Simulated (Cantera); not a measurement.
N2O furnace oxynitridation

An isothermal, constant-pressure homogeneous reactor starts with 98.5 % N2O, 1.48 % N2, at 1200 K and 0.133 bar.

Detailed kinetics in Cantera: GRI-Mech 3.0 (53 species, 325 reactions). GRI-Mech 3.0 was tuned for natural gas; its chemistry of N2O as a main component is partial and can be far from experiment. The mechanism lacks the step 2 NO + O2 → 2 NO2, which can matter for NO2 below about 1400 K. The temperature is held fixed by assumption; the heat of reaction is taken as removed at once.

```tsv
t (s)	x N2O	x N2	x NO	x O2	x O
4.00e-6	0.985	0.0148	1.46e-9	6.21e-9	1.54e-7
1.39e-5	0.985	0.0148	1.63e-8	6.94e-8	4.80e-7
4.80e-5	0.985	0.0148	1.56e-7	6.65e-7	1.19e-6
0.000167	0.985	0.0148	1.03e-6	4.41e-6	1.77e-6
0.000577	0.985	0.0148	4.49e-6	1.92e-5	1.82e-6
0.00200	0.985	0.0149	1.65e-5	7.04e-5	1.82e-6
0.00693	0.984	0.0153	5.81e-5	0.000248	1.82e-6
0.0240	0.982	0.0166	0.000202	0.000862	1.82e-6
0.0833	0.975	0.0210	0.000697	0.00298	1.82e-6
0.289	0.951	0.0361	0.00238	0.0101	1.82e-6
1.00	0.874	0.0846	0.00777	0.0332	1.81e-6
```
x: mole fraction; the columns are a selection and need not sum to one.

Equilibrium at this temperature and pressure: N2O 5.36e-9, N2 0.670, NO 0.000227, O2 0.330, O 3.97e-8 (gas phase only).
